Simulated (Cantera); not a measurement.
What does this Cantera script print?

```python
import numpy as np
import cantera as ct

gas_names = """
    CL CL2 H HCL H2 Si SiCL SiCL2 SiCL3 SiCL4 SiH SiHCL3 SiH2 SiH2CL2 SiH3 SiH3CL SiH4 Si2 Si3
""".split()
cond_names = """
    Si(cr) Si(L)
""".split()


# ... load() reads the species with a 1 bar reference pressure and builds the phases ...
atoms = {
    'SiCl4': {'Si': 1, 'CL': 4},
    'H2': {'H': 2},
}
top_T = {}  # K; cautious upper limits of use, not melting points


# ... equilibrate(T, P, feed) seeds the gas with the atoms and calls Mixture.equilibrate('TP', solver="vcs", rtol=1e-11, max_steps=5000) ...
results = []
feed = {'SiCl4': 1, 'H2': 3.1}  # mol
T = 1173.15  # K
P = 100000  # Pa
mix = equilibrate(T, P, feed)
results.append((T, P, feed, dict(zip(mix.species_names, mix.species_moles))))
x = sorted(zip(gas.X, gas.species_names), reverse=True)
print(f"T = {T:g} K  P = {P:g} Pa  gas = {mix.phase_moles(0):.4g} mol")
print("   x: " + "  ".join(f"{s} {v:.3e}" for v, s in x if v > 1e-05))
print("   condensed (mol): " + ("  ".join(f"{mix.phase(i).name} {mix.phase_moles(i):.4g}"
      for i in range(1, mix.n_phases) if mix.phase_moles(i) > 1e-12) or "none"))
```

Result:

```
T = 1173.15 K  P = 100000 Pa  gas = 4.123 mol
   x: H2 6.951e-01  SiCL4 1.841e-01  HCL 6.239e-02  SiHCL3 4.784e-02  SiCL3 6.625e-03  SiCL2 2.349e-03  SiH2CL2 1.592e-03  SiH3CL 1.438e-05
   condensed (mol): none
```

Cantera equilibrium calculation (NASA polynomials, part measured and part estimated; ideal gas, pure solids and liquids). The tables' values for SiCl3 are old estimates; treat these amounts as uncertain.
